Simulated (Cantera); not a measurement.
Input: 1 mol SiH2Cl2, 3.5 mol NH3, equilibrated at 1000 Pa.

Method: chemical equilibrium by Gibbs-energy minimisation in Cantera with the NASA 1993 tables (ideal gas, pure condensed phases). Candidate condensed phases: NH4Cl, Si, Si3N4; 28 gas species. The tables' values for SiCl3 are old estimates; treat these amounts as uncertain. Rates play no part. All values below are at 1050 K.

Base state: H2 0.633, HCl 0.234, N2 0.131, SiCl4 0.00154, SiHCl3 4.35e-5, SiCl3 1.75e-5 (mole fractions); condensed: Si3N4(s).

What changes in the equilibrium state with this change: pressure from 1000 Pa to 11000 Pa?


```tsv
species	before	after
H2	0.633	0.637
HCl	0.234	0.228
N2	0.131	0.132
SiCl4	0.00154	0.00305
SiHCl3	4.35e-5	8.84e-5
SiCl3	1.75e-5	1.07e-5
Si3N4(s), mol	0.329	0.325
```
